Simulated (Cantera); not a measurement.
# Transport properties of process gases

Gas mixture: 100 % N2O, at 2.18 Torr, frozen composition.

Cantera's kinetic-theory transport with the Lennard-Jones parameters of GRI-Mech 3.0, ideal gas; thermal conductivity in the mixture-averaged form.

```
T (K)  ρ (kg/m³)  cp (J/kg/K)  μ (µPa s)  λ (mW/m/K)     Pr  D (cm²/s) H  D (cm²/s) NO  D (cm²/s) OH
-----  ---------  -----------  ---------  ----------  -----  -----------  ------------  ------------
400      0.00384        970.3       19.5        25.5  0.741          580          90.2           143
500      0.00307         1043       23.6        33.2  0.740          868           134           212
600      0.00256         1101       27.3        40.7  0.739         1200           184           291
700      0.00219         1150       30.8        47.9  0.739         1570           240           379
800      0.00192         1192       34.0        54.9  0.739         1970           301           475
900      0.00171         1227       37.1        61.5  0.740         2420           368           580
```
D: mixture-averaged diffusion coefficient of that species in the mixture.
